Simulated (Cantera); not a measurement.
A Cantera script and what it prints.

```python
import numpy as np
import cantera as ct

gas_names = [...]  # 109 gases of nasa_gas.yaml made of C, Cl, H, Si
cond_names = """
    C(gr) C6H6(L) C7H8(L) C8H18(L),n-octa Si(cr) Si(L) SiC(b)
""".split()


# ... load() reads the species with a 1 bar reference pressure and builds the phases ...
atoms = {
    'Si(CH3)4': {'Si': 1, 'C': 4, 'H': 12},
    'HCl': {'H': 1, 'CL': 1},
    'H2': {'H': 2},
}
top_T = {'C(gr)': 4500, 'SiC(b)': 3050}  # K; cautious upper limits of use, not melting points


# ... equilibrate(T, P, feed) seeds the gas with the atoms and calls Mixture.equilibrate('TP', solver="vcs", rtol=1e-11, max_steps=5000) ...
results = []
feed = {'Si(CH3)4': 1, 'HCl': 0.062, 'H2': 1.4}  # mol
T = 1873.15  # K
P = 1000  # Pa
mix = equilibrate(T, P, feed)
results.append((T, P, feed, dict(zip(mix.species_names, mix.species_moles))))
print(gas.report(threshold=0.0001))
for i in range(1, mix.n_phases):
    print(f"{mix.phase(i).name:16s} {mix.phase_moles(i):12.5e} mol")
```

Output:

```
       temperature   1873.2 K
          pressure   1000 Pa
           density   0.0001479 kg/m^3
  mean mol. weight   2.3034 kg/kmol
   phase of matter   gas

                          1 kg             1 kmol
                     ---------------   ---------------
          enthalpy        2.1418e+07        4.9333e+07  J
   internal energy        1.4656e+07        3.3759e+07  J
           entropy             97934        2.2558e+05  J/K
    Gibbs function       -1.6203e+08       -3.7321e+08  J
 heat capacity c_p             14632             33703  J/K
 heat capacity c_v             11022             25388  J/K

                      mass frac. Y      mole frac. X     chem. pot. / RT
                     ---------------   ---------------   ---------------
    C2H2,acetylene         0.0034785        0.00030772           -29.149
                 H         0.0028064         0.0064128           -11.947
               HCL           0.13022          0.008227            -41.43
                H2           0.86207           0.98496           -23.894
     [ +105 minor]         0.0014272        8.9956e-05

C(gr)             2.99565e+00 mol
Si(L)             0.00000e+00 mol
SiC(b)            9.99678e-01 mol
```

These are equilibrium values from Cantera (NASA tables, ideal gas, pure condensed phases), not measurements of a reactor.
